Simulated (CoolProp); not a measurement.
A single-stage vapour-compression cycle with R22: evaporating at 210.15 K (dew point), condensing at 245.15 K (bubble point), superheat 10 K, subcooling 2 K, compressor efficiency 0.7, no pressure losses. Each further row changes one setting.

Computed with CoolProp (reference Helmholtz-energy equation of state, Kamei 1995).

```json
[
 {"case": "as stated", "cooling COP": "3.64", "pressure ratio": "5.66", "discharge temperature (K)": "318.9", "refrigerating effect (kJ/kg)": "217", "volumetric capacity (kJ/m³)": "327"},
 {"case": "evaporating temperature 215.15 K", "cooling COP": "4.44", "pressure ratio": "4.24", "discharge temperature (K)": "307.8", "refrigerating effect (kJ/kg)": "219", "volumetric capacity (kJ/m³)": "433"},
 {"case": "condensing temperature 240.15 K", "cooling COP": "4.32", "pressure ratio": "4.58", "discharge temperature (K)": "306.3", "refrigerating effect (kJ/kg)": "222", "volumetric capacity (kJ/m³)": "335"},
 {"case": "subcooling 7 K", "cooling COP": "3.73", "pressure ratio": "5.66", "discharge temperature (K)": "318.9", "refrigerating effect (kJ/kg)": "222", "volumetric capacity (kJ/m³)": "335"},
 {"case": "superheat 20 K", "cooling COP": "3.57", "pressure ratio": "5.66", "discharge temperature (K)": "331.0", "refrigerating effect (kJ/kg)": "223", "volumetric capacity (kJ/m³)": "320"},
 {"case": "compressor efficiency 0.6", "cooling COP": "3.12", "pressure ratio": "5.66", "discharge temperature (K)": "333.2", "refrigerating effect (kJ/kg)": "217", "volumetric capacity (kJ/m³)": "327"}
]
```
